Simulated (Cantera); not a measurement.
Input: 1 mol SiC, 0.7 mol CO2, 1.5 mol H2, held at 1448.15 K and 133 Pa.

These are equilibrium values from Cantera (NASA tables, ideal gas, pure condensed phases), not measurements of a reactor. Mutual solubility and eutectic melting of coexisting phases are not modelled. The tables hold silica as quartz up to 1696 K and as liquid above; real silica turns to tridymite and cristobalite and melts near 1996 K. Equilibrium is a limit: real reactors are often held back by kinetics, nucleation or transport.

| species | before | after |
|---|---|---|
| H2 | 0.592 | 0.869 |
| CO | 0.378 | 0.131 |
| SiO | 0.0299 | 7.17e-5 |
| CH4 | 2.19e-7 | 1.12e-5 |
| H | 0.000195 | 1.19e-5 |
| SiC(s), mol | 0.741 | 0.413 |
| SiO2(β-quartz), mol | 0.183 | 0.587 |
| C(graphite), mol | 0 | 1.06 |
Gas species are given as mole fractions.

Name the change that produced these shifts.
(A) temperature from 1448.15 K to 1798 K
(B) temperature from 1448.15 K to 1248 K
(C) temperature from 1448.15 K to 1575 K
(D) pressure from 133 Pa to 9.90 Pa

B, temperature from 1448.15 K to 1248 K
